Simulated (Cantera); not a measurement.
Feed: 1 mol CH₃Cl, 0.15 mol HCl, at 3175 K and 0.0593 Torr.

Method: chemical equilibrium by Gibbs-energy minimisation in Cantera with the NASA 1993 tables (ideal gas, pure condensed phases). Candidate condensed phases: C, C₆H₆, C₇H₈, C₈H₁₈; 91 gas species. Rates play no part.

Base state: H 0.602, Cl 0.220, C 0.167, C₂ 0.00701, C₃ 0.00359, H₂ 0.000416, HCl 0.000225, C₂H 3.82e-5 (mole fractions); condensed: gas only.

Problem. What changes in the equilibrium state with this change: temperature from 3175 K to 875 K?

Solution. 
| species | before | after |
|---|---|---|
| HCl | 0.000225 | 0.535 |
| H₂ | 0.000416 | 0.465 |
| Cl | 0.220 | 4.38e-9 |
| H | 0.602 | 3.85e-9 |
| C | 0.167 | <1e-9 |
| C₂ | 0.00701 | <1e-9 |
| C₃ | 0.00359 | <1e-9 |
| C₂H | 3.82e-5 | <1e-9 |
| C(graphite), mol | 0 | 1.000 |
